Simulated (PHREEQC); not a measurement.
PHREEQC input (ion-association model, phreeqc.dat):

```
SOLUTION 1
  temp 25
  units mol/kgw
  pH 7 charge
END
SELECTED_OUTPUT 1
  -reset false
  -pH true
  -pe true
  -ionic_strength true
  -water true
  -totals Ntg Oxg
  -molalities H+ OH-
USER_PUNCH 1
  -headings p_Ntg(g) phi_Ntg(g) p_Oxg(g) phi_Oxg(g) p_H2O(g) phi_H2O(g) density
  10 PUNCH PR_P("Ntg(g)"), PR_PHI("Ntg(g)"), PR_P("Oxg(g)"), PR_PHI("Oxg(g)"), PR_P("H2O(g)"), PR_PHI("H2O(g)"), RHO
PRINT
  -reset false
USE solution 1
REACTION_TEMPERATURE 1
  10
GAS_PHASE 1
  -fixed_pressure
  -pressure 2
  -temperature 10
  -volume 20
  Ntg(g) 0.84
  Oxg(g) 1.16
  H2O(g) 0
END
# ... the last block is repeated for the other 9 points of P (atm)
```

Selected output (columns that matter, 10 of 10 rows; P (atm) added in front):

```
P (atm)	pH	mu	Ntg	Oxg	m_H+	m_OH-	p_Ntg(g)	phi_Ntg(g)	p_Oxg(g)	phi_Oxg(g)	p_H2O(g)	phi_H2O(g)	density
2	7.2655	5.4277e-08	0.00070969	0.0019688	5.4277e-08	5.4277e-08	0.83524	0.9988	1.1523	0.99768	0.012466	0.98633	0.99975
5	7.2649	5.4356e-08	0.0017708	0.004905	5.4356e-08	5.4356e-08	2.0958	0.99698	2.8914	0.99427	0.01275	0.96657	0.99991
10	7.2638	5.4487e-08	0.0035133	0.0097062	5.4487e-08	5.4487e-08	4.1968	0.99403	5.79	0.98867	0.013236	0.93458	1.0002
20	7.2617	5.4749e-08	0.0069038	0.018973	5.4749e-08	5.4749e-08	8.3985	0.98847	11.587	0.97779	0.014261	0.874	1.0007
30	7.2597	5.501e-08	0.010175	0.027813	5.501e-08	5.501e-08	12.6	0.98336	17.385	0.96732	0.015357	0.81774	1.0012
40	7.2576	5.527e-08	0.013334	0.036249	5.527e-08	5.527e-08	16.801	0.97869	23.182	0.95727	0.016528	0.76555	1.0017
50	7.2556	5.553e-08	0.016388	0.044304	5.553e-08	5.553e-08	21.003	0.97444	28.98	0.94763	0.017776	0.71719	1.0022
75	7.2506	5.6175e-08	0.023606	0.062914	5.6175e-08	5.6175e-08	31.505	0.96566	43.474	0.92532	0.021243	0.61155	1.0034
100	7.2457	5.6814e-08	0.030298	0.079585	5.6814e-08	5.6814e-08	42.007	0.95933	57.968	0.9055	0.025219	0.52493	1.0046
150	7.2361	5.8075e-08	0.042402	0.10818	5.8075e-08	5.8075e-08	63.008	0.95331	86.957	0.8729	0.034684	0.39631	1.0071
```

Species that the database lacks are ignored. Constants without temperature data keep their 25 °C values here.
